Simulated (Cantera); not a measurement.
A freely propagating, adiabatic, planar premixed flame of 5.56 % CH4, 1.50 % C2H6, 19.5 % O2, 73.4 % N2, equivalence ratio 0.84, unburnt at 550 K and 6.30 bar; multicomponent transport, grid criteria slope 0.08 and curve 0.16, no radiation.

Detailed kinetics in Cantera: GRI-Mech 3.0 (53 species, 325 reactions). Burning velocities carry a grid error of a few per cent, more on coarse grids.

Question: Predict: laminar burning velocity; thermal thickness; peak x(C2H2); peak x(HCN); peak x(HCO).

Answer: 
```json
{
  "laminar_burning_velocity": "52.8 cm/s",
  "thermal_thickness": "0.0920 mm",
  "peak x(C2H2)": "0.000238",
  "peak x(HCN)": "1.18e-6",
  "peak x(HCO)": "2.07e-5"
}
```
